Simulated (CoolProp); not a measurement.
Vapour-liquid equilibrium of propylene (1) + benzene (2) at 334.5 K; x and y are mole fractions of (1).

Computed with CoolProp (multi-fluid Helmholtz-energy mixture model, Lemmon 2013 and Thol 2012; pair parameters Bell 2016).

```
x      bubble pressure (bar)  y at the bubble point  dew pressure at overall composition x (bar)  liquid density (mol/L)
-----  ---------------------  ---------------------  -------------------------------------------  ----------------------
0.05                   2.229                  0.754                                       0.5770                   10.76
0.125                  4.584                  0.881                                       0.6268                   10.87
0.2                    6.745                  0.920                                       0.6859                   10.97
0.275                  8.730                  0.939                                       0.7572                   11.06
0.35                   10.56                  0.950                                       0.8449                   11.15
0.425                  12.26                  0.958                                       0.9554                   11.22
0.5                    13.86                  0.964                                        1.099                   11.27
0.575                  15.39                  0.969                                        1.293                   11.29
0.65                   16.91                  0.974                                        1.570                   11.29
0.725                  18.46                  0.978                                        1.998                   11.24
0.8                    20.11                  0.983                                        2.745                   11.13
0.875                  21.96                  0.988                                        4.378                   10.94
0.95                   24.16                  0.994                                        10.50                   10.59
```

No azeotrope shows between x = 0.05 and 0.95.

Pair parameters are fitted to limited data, so mixtures are less certain than the pure fluids. The gap from Raoult's law changes sign with composition, which may be real or a fault of the pair parameters; it wasn't checked against measurements.
